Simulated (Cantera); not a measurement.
An adiabatic, constant-pressure homogeneous reactor starts with CO : H2 : CH4 : O2 : N2 = 1 : 0.35 : 0.095 : 1.97 : 8.65 (molar parts), equivalence ratio 0.44, at 1500 K and 0.740 atm. Integrator tolerance rtol = 1e-08.

Computed with Cantera and GRI-Mech 3.0 (53 species, 325 reactions).

Q: What does this change do: initial temperature 1500 to 1325 K?

A: 
```json
[
 {"quantity": "time of steepest temperature rise", "before": "45.5 µs", "after": "87.5 µs"},
 {"quantity": "temperature at 4.00 s", "before": "2378 K", "after": "2262 K"},
 {"quantity": "equilibrium temperature", "before": "2378 K", "after": "2262 K"},
 {"quantity": "x(CO) at 4.00 s", "before": "0.00640 (gas-phase equilibrium 0.00640)", "after": "0.00323 (gas-phase equilibrium 0.00323)"},
 {"quantity": "x(H2) at 4.00 s", "before": "0.000536 (gas-phase equilibrium 0.000536)", "after": "0.000286 (gas-phase equilibrium 0.000286)"},
 {"quantity": "x(CH4) at 4.00 s", "before": "<1e-12 (gas-phase equilibrium <1e-12)", "after": "<1e-12 (gas-phase equilibrium <1e-12)"},
 {"quantity": "x(C2H6) at 4.00 s", "before": "<1e-12 (gas-phase equilibrium <1e-12)", "after": "<1e-12 (gas-phase equilibrium <1e-12)"},
 {"quantity": "x(O) at 4.00 s", "before": "0.00270 (gas-phase equilibrium 0.00270)", "after": "0.00140 (gas-phase equilibrium 0.00140)"},
 {"quantity": "x(C2H2) at 4.00 s", "before": "<1e-12 (gas-phase equilibrium <1e-12)", "after": "<1e-12 (gas-phase equilibrium <1e-12)"},
 {"quantity": "x(NO2) at 4.00 s", "before": "6.86e-6 (gas-phase equilibrium 6.86e-6)", "after": "6.31e-6 (gas-phase equilibrium 6.31e-6)"}
]
```
